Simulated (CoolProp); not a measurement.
Vapour pressure (bar) of tetradecamethylhexasiloxane (MD4M): the reference equation beside estimates from Tc = 653.2 K, pc = 8.286 bar, ω = 0.800.

The numbers come from the reference Helmholtz-energy equation of state, Thol 2019 in CoolProp.

```csv
T (K),reference,Lee-Kesler,Redlich-Kwong,Peng-Robinson
451.7,0.1088,0.1093,0.6531,0.1170
464.9,0.1685,0.1677,0.8322,0.1781
478.1,0.2524,0.2497,1.044,0.2631
491.3,0.3669,0.3615,1.292,0.3785
504.4,0.5179,0.5091,1.576,0.5305
517.6,0.7158,0.7028,1.903,0.7297
530.8,0.9686,0.9509,2.275,0.9844
544,1.286,1.263,2.694,1.305
```

Absolute difference from the reference over all 8 rows, mean and median: Lee-Kesler 1.3 and 1.6 %, Redlich-Kwong 259.3 and 228.2 %, Peng-Robinson 3.5 and 2.8 %.
